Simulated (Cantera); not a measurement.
What does this Cantera script print?

```python
import numpy as np
import cantera as ct

gas_names = """
    Fe H H2 H2S N NH NH2 NH3 N2 N2H2 N2H4 S SH SN S2 S8
""".split()
cond_names = """
    Fe(a) Fe(c) Fe(d) Fe(L) FeS(a) FeS(b) FeS(c) FeS(L) FeS2(s) S(cr1) S(cr2) S(L)
""".split()


def load(file, names, dense=False):
    # The tables refer to 1 bar. Condensed volumes are neglected.
    table = {s.name: s for s in ct.Species.list_from_file(file)}
    out = []
    for n in names:
        d = dict(table[n].input_data)
        d["thermo"] = dict(d["thermo"], **{"reference-pressure": 1e5})
        if dense:
            d["equation-of-state"] = {"model": "constant-volume", "density": "1e6 g/cm^3"}
        out.append(ct.Species.from_dict(d))
    return out


gas = ct.Solution(thermo="ideal-gas", species=load("nasa_gas.yaml", gas_names))
cond = {s.name: ct.Solution(thermo="fixed-stoichiometry", species=[s], name=s.name)
        for s in load("nasa_condensed.yaml", cond_names, dense=True)}
atoms = {
    'FeS': {'Fe': 1, 'S': 1},
    'H2': {'H': 2},
    'N2': {'N': 2},
}
top_T = {'FeS2(s)': 1010}  # K; cautious upper limits of use, not melting points


def equilibrate(T, P, feed):
    n = {}
    for name, mol in feed.items():
        for a, k in atoms[name].items():
            n[a] = n.get(a, 0.0) + k * mol
    gas.TPX = T, P, n
    mass = sum(n.values()) * gas.mean_molecular_weight
    gas.equilibrate("TP")
    valid = [c for c in cond.values() if c.min_temp <= T <= top_T.get(c.name, c.max_temp)]
    mix = ct.Mixture([(gas, mass / gas.mean_molecular_weight)] + [(c, 0.0) for c in valid])
    mix.T, mix.P = T, P
    mix.equilibrate("TP", solver="vcs", rtol=1e-11, max_steps=5000)
    return mix


results = []
feed = {'FeS': 1, 'H2': 740, 'N2': 4.5}  # mol
for P in [10, 42, 180, 750, 3200, 13000, 56000, 240000, 1000000]:
    for T in [1423, 1473, 1523, 1573, 1623, 1673, 1723, 1773, 1823, 1873, 1923, 1973, 2023, 2073]:
        mix = equilibrate(T, P, feed)
        results.append((T, P, feed, dict(zip(mix.species_names, mix.species_moles))))

for T, P, feed, n in results:
    print(f"{T:7g} {P:10.4g}  " + (" + ".join(c for c in cond_names if n.get(c, 0) > 1e-12) or "gas only"))
```

Output:

```
   1423         10  Fe(c)
   1473         10  Fe(c)
   1523         10  gas only
   1573         10  gas only
   1623         10  gas only
   1673         10  gas only
   1723         10  gas only
   1773         10  gas only
   1823         10  gas only
   1873         10  gas only
   1923         10  gas only
   1973         10  gas only
   2023         10  gas only
   2073         10  gas only
   1423         42  Fe(c)
   1473         42  Fe(c)
   1523         42  Fe(c)
   1573         42  gas only
   1623         42  gas only
   1673         42  gas only
   1723         42  gas only
   1773         42  gas only
   1823         42  gas only
   1873         42  gas only
   1923         42  gas only
   1973         42  gas only
   2023         42  gas only
   2073         42  gas only
   1423        180  Fe(c)
   1473        180  Fe(c)
   1523        180  Fe(c)
   1573        180  Fe(c)
   1623        180  Fe(c)
   1673        180  gas only
   1723        180  gas only
   1773        180  gas only
   1823        180  gas only
   1873        180  gas only
   1923        180  gas only
   1973        180  gas only
   2023        180  gas only
   2073        180  gas only
   1423        750  Fe(c)
   1473        750  Fe(c)
   1523        750  Fe(c)
   1573        750  Fe(c)
   1623        750  Fe(c)
   1673        750  Fe(d)
   1723        750  Fe(d)
   1773        750  gas only
   1823        750  gas only
   1873        750  gas only
   1923        750  gas only
   1973        750  gas only
   2023        750  gas only
   2073        750  gas only
   1423       3200  Fe(c)
   1473       3200  Fe(c)
   1523       3200  Fe(c)
   1573       3200  Fe(c)
   1623       3200  Fe(c)
   1673       3200  Fe(d)
   1723       3200  Fe(d)
   1773       3200  Fe(d)
   1823       3200  Fe(L)
   1873       3200  gas only
   1923       3200  gas only
   1973       3200  gas only
   2023       3200  gas only
   2073       3200  gas only
   1423    1.3e+04  Fe(c)
   1473    1.3e+04  Fe(c)
   1523    1.3e+04  Fe(c)
   1573    1.3e+04  Fe(c)
   1623    1.3e+04  Fe(c)
   1673    1.3e+04  Fe(d)
   1723    1.3e+04  Fe(d)
   1773    1.3e+04  Fe(d)
   1823    1.3e+04  Fe(L)
   1873    1.3e+04  Fe(L)
   1923    1.3e+04  Fe(L)
   1973    1.3e+04  gas only
   2023    1.3e+04  gas only
   2073    1.3e+04  gas only
   1423    5.6e+04  Fe(c)
   1473    5.6e+04  Fe(c)
   1523    5.6e+04  Fe(c)
   1573    5.6e+04  Fe(c)
   1623    5.6e+04  Fe(c)
   1673    5.6e+04  Fe(d)
   1723    5.6e+04  Fe(d)
   1773    5.6e+04  Fe(d)
   1823    5.6e+04  Fe(L)
   1873    5.6e+04  Fe(L)
   1923    5.6e+04  Fe(L)
   1973    5.6e+04  Fe(L)
   2023    5.6e+04  Fe(L)
   2073    5.6e+04  gas only
   1423    2.4e+05  Fe(c)
   1473    2.4e+05  Fe(c)
   1523    2.4e+05  Fe(c)
   1573    2.4e+05  Fe(c)
   1623    2.4e+05  Fe(c)
   1673    2.4e+05  Fe(d)
   1723    2.4e+05  Fe(d)
   1773    2.4e+05  Fe(d)
   1823    2.4e+05  Fe(L)
   1873    2.4e+05  Fe(L)
   1923    2.4e+05  Fe(L)
   1973    2.4e+05  Fe(L)
   2023    2.4e+05  Fe(L)
   2073    2.4e+05  Fe(L)
   1423      1e+06  Fe(c)
   1473      1e+06  Fe(c)
   1523      1e+06  Fe(c)
   1573      1e+06  Fe(c)
   1623      1e+06  Fe(c)
   1673      1e+06  Fe(d)
   1723      1e+06  Fe(d)
   1773      1e+06  Fe(d)
   1823      1e+06  Fe(L)
   1873      1e+06  Fe(L)
   1923      1e+06  Fe(L)
   1973      1e+06  Fe(L)
   2023      1e+06  Fe(L)
   2073      1e+06  Fe(L)
```

Cantera equilibrium calculation (NASA polynomials, part measured and part estimated; ideal gas, pure solids and liquids).
